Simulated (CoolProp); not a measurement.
Vapour-liquid equilibrium of p-xylene (1) + n-undecane (2) at 429.7 K; x and y are mole fractions of (1).

The numbers come from the multi-fluid Helmholtz-energy mixture model, Zhou 2012 and Aleksandrov 2011; pair parameters Bell 2016 in CoolProp.

Problem. Give the bubble pressure and the first vapour's composition at x = 0.05, 0.35, 0.75. Is there an azeotrope?

Solution. x = 0.05: 40.41 kPa, y = 0.180; x = 0.35: 76.21 kPa, y = 0.695; x = 0.75: 127.5 kPa, y = 0.929. No azeotrope shows between x = 0.05 and 0.95.

Pair parameters are fitted to limited data, so mixtures are less certain than the pure fluids.
